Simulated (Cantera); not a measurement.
Low-pressure radical oxidation in H2/O2

An isothermal, constant-pressure homogeneous reactor starts with 2.60 % H₂, 27.1 % O₂, 70.3 % N₂, equivalence ratio 0.048, at 1250 K and 3.83 Torr.

Detailed kinetics in Cantera: GRI-Mech 3.0 (53 species, 325 reactions). Radical loss at walls, strong at low pressure, is not modelled.

| t (s) | x H₂ | x O₂ | x NO₂ | x HO₂ | x H | x H₂O₂ | x O |
|---|---|---|---|---|---|---|---|
| 6.00e-5 | 0.0260 | 0.271 | <1e-12 | 3.67e-10 | 3.38e-10 | <1e-12 | 3.16e-11 |
| 0.000155 | 0.0260 | 0.271 | <1e-12 | 9.46e-10 | 7.89e-10 | <1e-12 | 1.89e-10 |
| 0.000399 | 0.0260 | 0.271 | <1e-12 | 2.44e-9 | 1.82e-9 | <1e-12 | 1.05e-9 |
| 0.00103 | 0.0260 | 0.271 | <1e-12 | 6.29e-9 | 5.71e-9 | 3.88e-12 | 6.08e-9 |
| 0.00265 | 0.0260 | 0.271 | <1e-12 | 1.62e-8 | 5.46e-8 | 2.50e-11 | 7.41e-8 |
| 0.00682 | 0.0259 | 0.271 | <1e-12 | 6.13e-8 | 1.28e-5 | 1.71e-10 | 1.79e-5 |
| 0.0176 | 0.00113 | 0.252 | <1e-12 | 3.77e-7 | 0.00623 | 1.70e-8 | 0.0141 |
| 0.0453 | 0.000659 | 0.251 | <1e-12 | 3.55e-7 | 0.00541 | 1.21e-8 | 0.0152 |
| 0.117 | 0.000617 | 0.252 | 1.52e-12 | 3.52e-7 | 0.00482 | 1.23e-8 | 0.0140 |
| 0.301 | 0.000522 | 0.254 | 3.81e-12 | 3.41e-7 | 0.00362 | 1.26e-8 | 0.0115 |
| 0.776 | 0.000342 | 0.256 | 8.48e-12 | 3.09e-7 | 0.00183 | 1.26e-8 | 0.00719 |
| 2.00 | 0.000138 | 0.259 | 1.94e-11 | 2.30e-7 | 0.000447 | 1.09e-8 | 0.00279 |
x: mole fraction; the columns are a selection and need not sum to one.

Equilibrium at this temperature and pressure: H₂ 2.50e-8, O₂ 0.261, NO₂ 3.20e-7, HO₂ 3.69e-9, H 1.08e-9, H₂O₂ 3.53e-11, O 4.98e-7 (gas phase only).
